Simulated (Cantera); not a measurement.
An isothermal, constant-pressure homogeneous reactor starts with N2O : O2 = 1 : 0.54 (molar parts), at 1598 K and 0.00900 bar. Integrator tolerance rtol = 1e-08.

Computed with Cantera and GRI-Mech 3.0 (53 species, 325 reactions). GRI-Mech 3.0 was tuned for natural gas; its chemistry of N2O as a main component is partial and can be far from experiment. Radical loss at walls, strong at low pressure, is not modelled. The temperature is held fixed by assumption; the heat of reaction is taken as removed at once.

Task: What does this change do: pressure from 0.00900 bar to 0.120 bar?

Result: 
| quantity | before | after |
|---|---|---|
| x(N2O) at 4.00 s | 0.00120 (gas-phase equilibrium 1.05e-8) | 5.92e-6 (gas-phase equilibrium 3.85e-8) |
| x(O2) at 4.00 s | 0.437 (gas-phase equilibrium 0.509) | 0.440 (gas-phase equilibrium 0.509) |
| x(O) at 4.00 s | 0.000134 (gas-phase equilibrium 0.000107) | 2.74e-5 (gas-phase equilibrium 2.93e-5) |
| x(N2) at 4.00 s | 0.417 (gas-phase equilibrium 0.489) | 0.420 (gas-phase equilibrium 0.489) |
| x(NO) at 4.00 s | 0.145 (gas-phase equilibrium 0.00236) | 0.139 (gas-phase equilibrium 0.00236) |

Task: What does this change do: temperature 1598 to 1275 K?

Result: 
```json
[
 {"quantity": "x(N2O) at 4.00 s", "before": "0.00120 (gas-phase equilibrium 1.05e-8)", "after": "0.581 (gas-phase equilibrium 2.08e-9)"},
 {"quantity": "x(O2) at 4.00 s", "before": "0.437 (gas-phase equilibrium 0.509)", "after": "0.364 (gas-phase equilibrium 0.510)"},
 {"quantity": "x(O) at 4.00 s", "before": "0.000134 (gas-phase equilibrium 0.000107)", "after": "5.47e-6 (gas-phase equilibrium 8.46e-7)"},
 {"quantity": "x(N2) at 4.00 s", "before": "0.417 (gas-phase equilibrium 0.489)", "after": "0.0478 (gas-phase equilibrium 0.490)"},
 {"quantity": "x(NO) at 4.00 s", "before": "0.145 (gas-phase equilibrium 0.00236)", "after": "0.00703 (gas-phase equilibrium 0.000414)"}
]
```
The mechanism lacks the step 2 NO + O2 → 2 NO2, which can matter for NO2 below about 1400 K.
